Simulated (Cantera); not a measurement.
An isothermal, constant-pressure homogeneous reactor starts with N₂O : O₂ = 1 : 0.21 (molar parts), at 1600 K and 0.880 bar.

Model: GRI-Mech 3.0 (53 species, 325 reactions), integrated in Cantera. GRI-Mech 3.0 was tuned for natural gas; its chemistry of N2O as a main component is partial and can be far from experiment. The temperature is held fixed by assumption; the heat of reaction is taken as removed at once.

One state of this run: x N₂O = 0.209; x O₂ = 0.292; x NO = 0.123; x NO₂ = 0.000605; x N₂ = 0.375. x: mole fraction; the columns are a selection and need not sum to one.

Task: Which value of t (s) does it belong to?
(A) 0.00439
(B) 0.588
(C) 0.00810
(D) 0.0937

Result: C, 0.00810
